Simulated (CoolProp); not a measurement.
Water at several states: Z from the reference equation and from simpler models built on Tc = 647.1 K, pc = 22.06 MPa, ω = 0.344; each cubic takes its own stable root.

Values from CoolProp's reference Helmholtz-energy equation of state, Wagner 2002.

| T (K) | p (MPa) | phase | reference |
|---|---|---|---|
| 349.8 | 0.175 | liquid | 0.001113 |
| 411.8 | 3.56 | liquid | 0.02016 |
| 913.4 | 0.36 | gas | 0.9986 |

How far does each simpler model (van der Waals, Redlich-Kwong, Soave-Redlich-Kwong, Peng-Robinson) lie from the reference over these 3 states: mean and median of the absolute difference, and the worst?


- van der Waals: mean 29661.6 %, median 109.1 %, worst +88875.7 % at 349.8 K and 0.175 MPa
- Redlich-Kwong: mean 27.2 %, median 39.1 %, worst +42.6 % at 411.8 K and 3.56 MPa
- Soave-Redlich-Kwong: mean 23.5 %, median 34.2 %, worst +36.1 % at 411.8 K and 3.56 MPa
- Peng-Robinson: mean 13.3 %, median 19.2 %, worst +20.6 % at 411.8 K and 3.56 MPa

At some of these states van der Waals gives the other phase, because its saturation line lies elsewhere.
